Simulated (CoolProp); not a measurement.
Hydrogen chloride along the isotherm 351.85 °C: fugacity coefficient from the reference equation and from simpler models built on Tc = 51.5 °C, pc = 8.314 MPa, ω = 0.130; each cubic takes its own stable root.

Model: reference Helmholtz-energy equation of state, Thol 2018, in CoolProp.

```tsv
p (MPa)	phase	reference	van der Waals	Redlich-Kwong	Soave-Redlich-Kwong	Peng-Robinson
5.54	gas	0.9752	0.9684	0.9759	0.9894	0.9787
11.1	supercritical	0.9536	0.9389	0.9544	0.9810	0.9606
16.6	supercritical	0.9353	0.9123	0.9358	0.9748	0.9458
22.2	supercritical	0.9197	0.8883	0.9198	0.9708	0.9338
27.7	supercritical	0.9069	0.8683	0.9068	0.9689	0.9246
33.3	supercritical	0.8964	0.8519	0.8964	0.9690	0.9178
38.8	supercritical	0.8882	0.8398	0.8888	0.9711	0.9134
44.3	supercritical	0.8819	0.8315	0.8836	0.9750	0.9111
49.9	supercritical	0.8773	0.8268	0.8807	0.9808	0.9106
55.4	supercritical	0.8745	0.8255	0.8798	0.9881	0.9119
61	supercritical	0.8731	0.8272	0.8809	0.9970	0.9147
66.5	supercritical	0.8733	0.8316	0.8838	1.007	0.9190
72.1	supercritical	0.8748	0.8385	0.8883	1.019	0.9246
77.6	supercritical	0.8776	0.8476	0.8942	1.032	0.9314
83.1	supercritical	0.8815	0.8587	0.9016	1.046	0.9393
```
